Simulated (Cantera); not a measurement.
A perfectly stirred reactor is fed with C3H8 : O2 : N2 = 1 : 5 : 18.8 (molar parts), at 0.330 bar; it is adiabatic with a 725 K inlet, and is followed from long to short residence time, starting on the burning branch (τ in s: 0.062, 0.034, 0.018, 0.01, 0.0054, 0.003, 0.0016, 0.00088, 0.00048, 0.00026, 0.00014, 7.7e-05).

Cantera simulation using GRI-Mech 3.0 (53 species, 325 reactions); the numbers are that mechanism's predictions, not measurements. GRI-Mech 3.0 was tuned for natural gas; its chemistry of propane as a main component is partial and can be far from experiment.

Task: What does this change do: pressure from 0.330 bar to 0.530 bar?

Result: 
```json
[
 {"quantity": "blow-out, bracketed by the residence times tried", "before": "burning at 0.140 ms, out at 77.0 µs", "after": "burning at 77.0 µs, the shortest tried"},
 {"quantity": "x(C3H8) at τ = 62.0 ms", "before": "2.73e-7", "after": "1.94e-7"},
 {"quantity": "x(O2) at τ = 62.0 ms", "before": "0.0159", "after": "0.0141"},
 {"quantity": "x(CH2) at τ = 62.0 ms", "before": "1.95e-7", "after": "1.50e-7"},
 {"quantity": "x(N2O) at τ = 62.0 ms", "before": "1.17e-7", "after": "1.70e-7"},
 {"quantity": "x(HCO) at τ = 62.0 ms", "before": "1.16e-7", "after": "7.44e-8"},
 {"quantity": "x(C3H8) at τ = 1.60 ms", "before": "7.16e-6", "after": "4.96e-6"},
 {"quantity": "x(O2) at τ = 1.60 ms", "before": "0.0254", "after": "0.0233"},
 {"quantity": "x(CH2) at τ = 1.60 ms", "before": "2.56e-6", "after": "2.09e-6"},
 {"quantity": "x(N2O) at τ = 1.60 ms", "before": "4.52e-8", "after": "7.61e-8"},
 {"quantity": "x(HCO) at τ = 1.60 ms", "before": "4.13e-6", "after": "2.66e-6"}
]
```
